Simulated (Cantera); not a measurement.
# Adiabatic ignition

An adiabatic, constant-pressure homogeneous reactor starts with CH4 : C2H6 : O2 : N2 : H2O = 1 : 0.084 : 1.27 : 4.79 : 1.5 (molar parts), equivalence ratio 1.8, at 1075 K and 1.00 atm.

Model: GRI-Mech 3.0 (53 species, 325 reactions), integrated in Cantera.

```csv
t (s),T (K),x CH4,x C2H6,x O2,x HO2,x C2H4,x NO2,x C2H
3.00e-6,1075,0.116,0.00972,0.147,1.70e-10,<1e-12,<1e-12,<1e-12
1.30e-5,1075,0.116,0.00972,0.147,7.64e-10,3.23e-11,<1e-12,<1e-12
5.63e-5,1075,0.116,0.00972,0.147,3.92e-9,8.19e-10,<1e-12,<1e-12
0.000244,1075,0.116,0.00972,0.147,2.77e-8,1.58e-8,<1e-12,<1e-12
0.00106,1075,0.116,0.00972,0.147,2.58e-7,2.50e-7,<1e-12,<1e-12
0.00458,1075,0.116,0.00971,0.147,2.28e-6,4.58e-6,<1e-12,<1e-12
0.0199,1077,0.115,0.00947,0.146,1.13e-5,0.000290,<1e-12,<1e-12
0.0860,2088,1.62e-11,<1e-12,1.27e-6,7.82e-10,<1e-12,1.25e-10,<1e-12
0.373,2088,1.62e-11,<1e-12,1.27e-6,7.83e-10,<1e-12,9.32e-11,<1e-12
1.62,2088,1.61e-11,<1e-12,1.27e-6,7.84e-10,<1e-12,7.07e-11,<1e-12
7.00,2088,1.61e-11,<1e-12,1.27e-6,7.84e-10,<1e-12,6.97e-11,<1e-12
```
x: mole fraction; the columns are a selection and need not sum to one.

```json
{
  "time_of_steepest_temperature_rise": "48.4 ms",
  "temperature at 7.00 s": "2088 K",
  "equilibrium_temperature": "2088 K",
  "x(CH4) at 7.00 s": "1.61e-11 (gas-phase equilibrium 1.87e-11)",
  "x(C2H6) at 7.00 s": "<1e-12 (gas-phase equilibrium <1e-12)",
  "x(O2) at 7.00 s": "1.27e-6 (gas-phase equilibrium 1.27e-6)"
}
```
